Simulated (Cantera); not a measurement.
Stirred combustor or abatement burner

A perfectly stirred reactor is fed with 7.59 % CH₃OH, 18.4 % O₂, 71.7 % N₂, 2.35 % CO₂, equivalence ratio 0.62, at 500000 Pa; it is adiabatic with a 525 K inlet, and is followed from long to short residence time, starting on the burning branch (τ in s: 0.027, 0.012, 0.0055, 0.0025, 0.0011, 0.00051, 0.00023, 0.0001, 4.7e-05).

Cantera simulation using GRI-Mech 3.0 (53 species, 325 reactions); the numbers are that mechanism's predictions, not measurements. GRI-Mech 3.0 was tuned for natural gas; its chemistry of methanol as a main component is partial and can be far from experiment.

```csv
τ (s),T (K),x CH₃OH,x O₂,x CO₂,x H₂O,x CO,x CH₂O
0.027,1849,4.10e-6,0.0672,0.0954,0.146,0.000379,3.15e-6
0.012,1846,7.46e-6,0.0673,0.0951,0.146,0.000647,5.80e-6
0.0055,1841,1.30e-5,0.0675,0.0946,0.145,0.00109,1.02e-5
0.0025,1833,2.26e-5,0.0678,0.0938,0.145,0.00185,1.80e-5
0.0011,1819,4.02e-5,0.0684,0.0923,0.144,0.00321,3.26e-5
0.00051,1798,7.05e-5,0.0695,0.0899,0.144,0.00543,5.79e-5
0.00023,1761,0.000136,0.0717,0.0853,0.142,0.00964,0.000112
0.00010,525,0.0759,0.184,0.0235,<1e-12,<1e-12,<1e-12
4.7e-5,525,0.0759,0.184,0.0235,<1e-12,<1e-12,<1e-12
```
x: mole fraction; the columns are a selection and need not sum to one.
